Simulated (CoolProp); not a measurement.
R143a at 352.95 K and 0.143 MPa is throttled through a valve to 0.024 MPa with no heat exchange. Each further row changes one setting.

Computed with CoolProp (reference Helmholtz-energy equation of state, Lemmon and Jacobsen 2000).

```csv
case,temperature change (K),final density (kg/m³)
as stated,(withheld),(withheld)
outlet pressure 0.0072 MPa,(withheld),(withheld)
outlet pressure 0.0312 MPa,(withheld),(withheld)
```

Task: What belongs in the gaps?

Result: 
- as stated, temperature change (K): -1.3
- as stated, final density (kg/m³): 0.691
- outlet pressure 0.0072 MPa, temperature change (K): -1.5
- outlet pressure 0.0072 MPa, final density (kg/m³): 0.207
- outlet pressure 0.0312 MPa, temperature change (K): -1.2
- outlet pressure 0.0312 MPa, final density (kg/m³): 0.899
